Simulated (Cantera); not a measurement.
## Transport properties of process gases

Gas mixture: 100 % NO, at 0.00434 atm, frozen composition.

Cantera's kinetic-theory transport with the Lennard-Jones parameters of GRI-Mech 3.0, ideal gas; thermal conductivity in the mixture-averaged form. The composition is frozen, though it would react at the higher temperatures.

```csv
T (K),ρ (kg/m³),cp (J/kg/K),μ (µPa s),λ (mW/m/K),Pr,D (cm²/s) C₂H₂,D (cm²/s) NH₃,D (cm²/s) CO₂
400,0.00397,998.6,23.1,32.4,0.712,63.6,86.9,60.1
600,0.00265,1041,30.6,45.1,0.706,129,183,123
800,0.00198,1092,37.1,57.3,0.708,211,304,201
1000,0.00159,1133,42.9,68.6,0.709,308,447,294
1200,0.00132,1159,48.4,79.3,0.707,418,610,399
1400,0.00113,1181,53.4,89.4,0.706,541,793,516
1600,0.000992,1199,58.3,99.0,0.706,676,993,645
1800,0.000882,1213,62.9,108,0.706,822,1210,785
```
D: mixture-averaged diffusion coefficient of that species in the mixture.
